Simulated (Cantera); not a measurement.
Thermodynamics of calcination and drying, feed K2SO4 + CO2

A closed system holds: 1 mol K2SO4, 0.93 mol CO2, equilibrated at 1.88 Torr.

Method: chemical equilibrium by Gibbs-energy minimisation in Cantera with the NASA 1993 tables (ideal gas, pure condensed phases). Candidate condensed phases: C, K, KO2, K2CO3, K2O, K2O2, K2S, K2SO4, S; 26 gas species. Equilibrium is a limit: real reactors are often held back by kinetics, nucleation or transport.

From 850 K to 1300 K the condensed part is K2SO4(s). From 1450 K to 1600 K the condensed part is K2SO4(l). From 1750 K to 2200 K nothing is condensed.

```json
[
 {"T (K)": "850", "log p CO2": "-2.60", "log p K": "-13.25", "log p O2": "-10.48", "log p SO2": "-13.55", "log p K2SO4": "-11.75", "log p CO": "-10.18", "log p O": "<-14", "n K2SO4(s)": "1.00", "n K2SO4(l)": "0"},
 {"T (K)": "1000", "log p CO2": "-2.60", "log p K": "-9.90", "log p O2": "-8.74", "log p SO2": "-10.21", "log p K2SO4": "-8.86", "log p CO": "-8.45", "log p O": "-14.17", "n K2SO4(s)": "1.000", "n K2SO4(l)": "0"},
 {"T (K)": "1150", "log p CO2": "-2.60", "log p K": "-7.49", "log p O2": "-7.34", "log p SO2": "-7.79", "log p K2SO4": "-6.78", "log p CO": "-7.23", "log p O": "-11.75", "n K2SO4(s)": "1.000", "n K2SO4(l)": "0"},
 {"T (K)": "1300", "log p CO2": "-2.60", "log p K": "-5.75", "log p O2": "-5.97", "log p SO2": "-6.05", "log p K2SO4": "-5.23", "log p CO": "-6.44", "log p O": "-9.74", "n K2SO4(s)": "0.997", "n K2SO4(l)": "0"},
 {"T (K)": "1450", "log p CO2": "-2.63", "log p K": "-4.46", "log p O2": "-4.75", "log p SO2": "-4.76", "log p K2SO4": "-4.13", "log p CO": "-5.90", "log p O": "-8.07", "n K2SO4(s)": "0", "n K2SO4(l)": "0.964"},
 {"T (K)": "1600", "log p CO2": "-2.89", "log p K": "-3.44", "log p O2": "-3.74", "log p SO2": "-3.74", "log p K2SO4": "-3.30", "log p CO": "-5.72", "log p O": "-6.71", "n K2SO4(s)": "0", "n K2SO4(l)": "0.504"},
 {"T (K)": "1750", "log p CO2": "-3.30", "log p K": "-3.01", "log p O2": "-3.31", "log p SO2": "-3.31", "log p K2SO4": "-4.26", "log p CO": "-5.56", "log p O": "-5.78", "n K2SO4(s)": "0", "n K2SO4(l)": "0"},
 {"T (K)": "1900", "log p CO2": "-3.34", "log p K": "-3.00", "log p O2": "-3.30", "log p SO2": "-3.30", "log p K2SO4": "-6.43", "log p CO": "-4.95", "log p O": "-5.17", "n K2SO4(s)": "0", "n K2SO4(l)": "0"},
 {"T (K)": "2050", "log p CO2": "-3.37", "log p K": "-3.00", "log p O2": "-3.29", "log p SO2": "-3.30", "log p K2SO4": "-8.35", "log p CO": "-4.42", "log p O": "-4.66", "n K2SO4(s)": "0", "n K2SO4(l)": "0"},
 {"T (K)": "2200", "log p CO2": "-3.44", "log p K": "-3.01", "log p O2": "-3.29", "log p SO2": "-3.32", "log p K2SO4": "-10.02", "log p CO": "-4.02", "log p O": "-4.21", "n K2SO4(s)": "0", "n K2SO4(l)": "0"}
]
```
log p: log10 of the partial pressure in bar; n: condensed amount in mol.
